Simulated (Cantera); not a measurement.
Input (Python, Cantera) and output of one run.

```python
import numpy as np
import cantera as ct

gas_names = """
    AL ALCL ALCL2 ALCL3 ALN ALO ALOCL ALO2 AL2 AL2CL6 AL2O AL2O2 CL CLO CL2 N NO NO2 NO3 N2 N2O O O2 O3
""".split()
cond_names = """
    AL(cr) AL(L) ALCL3(s) ALCL3(L) ALN(s) AL2O3(a) AL2O3(L)
""".split()


def load(file, names, dense=False):
    # The tables refer to 1 bar. Condensed volumes are neglected.
    table = {s.name: s for s in ct.Species.list_from_file(file)}
    out = []
    for n in names:
        d = dict(table[n].input_data)
        d["thermo"] = dict(d["thermo"], **{"reference-pressure": 1e5})
        if dense:
            d["equation-of-state"] = {"model": "constant-volume", "density": "1e6 g/cm^3"}
        out.append(ct.Species.from_dict(d))
    return out


gas = ct.Solution(thermo="ideal-gas", species=load("nasa_gas.yaml", gas_names))
cond = {s.name: ct.Solution(thermo="fixed-stoichiometry", species=[s], name=s.name)
        for s in load("nasa_condensed.yaml", cond_names, dense=True)}
atoms = {
    'AlCl3': {'AL': 1, 'CL': 3},
    'N2O': {'N': 2, 'O': 1},
    'N2': {'N': 2},
}
top_T = {'ALN(s)': 2750}  # K; cautious upper limits of use, not melting points


def equilibrate(T, P, feed):
    n = {}
    for name, mol in feed.items():
        for a, k in atoms[name].items():
            n[a] = n.get(a, 0.0) + k * mol
    gas.TPX = T, P, n
    mass = sum(n.values()) * gas.mean_molecular_weight
    gas.equilibrate("TP")
    valid = [c for c in cond.values() if c.min_temp <= T <= top_T.get(c.name, c.max_temp)]
    mix = ct.Mixture([(gas, mass / gas.mean_molecular_weight)] + [(c, 0.0) for c in valid])
    mix.T, mix.P = T, P
    mix.equilibrate("TP", solver="vcs", rtol=1e-11, max_steps=5000)
    return mix


results = []
feed = {'AlCl3': 1, 'N2O': 1.9, 'N2': 13}  # mol
P = 61  # Pa
for T in [750, 850, 950, 1050, 1150, 1250, 1350, 1450, 1550, 1650]:
    mix = equilibrate(T, P, feed)
    results.append((T, P, feed, dict(zip(mix.species_names, mix.species_moles))))
    x = sorted(zip(gas.X, gas.species_names), reverse=True)
    print(f"T = {T:g} K  P = {P:g} Pa  gas = {mix.phase_moles(0):.4g} mol")
    print("   x: " + "  ".join(f"{s} {v:.3e}" for v, s in x if v > 0.0001))
    print("   condensed (mol): " + ("  ".join(f"{mix.phase(i).name} {mix.phase_moles(i):.4g}"
          for i in range(1, mix.n_phases) if mix.phase_moles(i) > 1e-12) or "none"))
```

Result:

```
T = 750 K  P = 61 Pa  gas = 16.6 mol
   x: N2 8.976e-01  CL2 9.034e-02  O2 1.205e-02
   condensed (mol): AL2O3(a) 0.5
T = 850 K  P = 61 Pa  gas = 16.6 mol
   x: N2 8.974e-01  CL2 9.018e-02  O2 1.205e-02  CL 3.395e-04
   condensed (mol): AL2O3(a) 0.5
T = 950 K  P = 61 Pa  gas = 16.62 mol
   x: N2 8.966e-01  CL2 8.919e-02  O2 1.203e-02  CL 2.139e-03
   condensed (mol): AL2O3(a) 0.5
T = 1050 K  P = 61 Pa  gas = 16.68 mol
   x: N2 8.934e-01  CL2 8.525e-02  O2 1.198e-02  CL 9.364e-03
   condensed (mol): AL2O3(a) 0.5
T = 1150 K  P = 61 Pa  gas = 16.85 mol
   x: N2 8.840e-01  CL2 7.390e-02  CL 3.018e-02  O2 1.185e-02
   condensed (mol): AL2O3(a) 0.5
T = 1250 K  P = 61 Pa  gas = 17.22 mol
   x: N2 8.654e-01  CL 7.157e-02  CL2 5.131e-02  O2 1.159e-02
   condensed (mol): AL2O3(a) 0.4999
T = 1350 K  P = 61 Pa  gas = 17.67 mol
   x: N2 8.433e-01  CL 1.208e-01  CL2 2.447e-02  O2 1.127e-02  NO 1.298e-04
   condensed (mol): AL2O3(a) 0.4997
T = 1450 K  P = 61 Pa  gas = 17.95 mol
   x: N2 8.298e-01  CL 1.507e-01  O2 1.104e-02  CL2 8.143e-03  NO 2.236e-04
   condensed (mol): AL2O3(a) 0.4997
T = 1550 K  P = 61 Pa  gas = 18.06 mol
   x: N2 8.250e-01  CL 1.612e-01  O2 1.089e-02  CL2 2.422e-03  NO 3.612e-04
   condensed (mol): AL2O3(a) 0.4998
T = 1650 K  P = 61 Pa  gas = 18.09 mol
   x: N2 8.235e-01  CL 1.643e-01  O2 1.073e-02  CL2 7.672e-04  NO 5.509e-04  O 1.086e-04
   condensed (mol): AL2O3(a) 0.4999
```

Method: chemical equilibrium by Gibbs-energy minimisation in Cantera with the NASA 1993 tables (ideal gas, pure condensed phases). Condensed phases not in the tables: AlOCl.
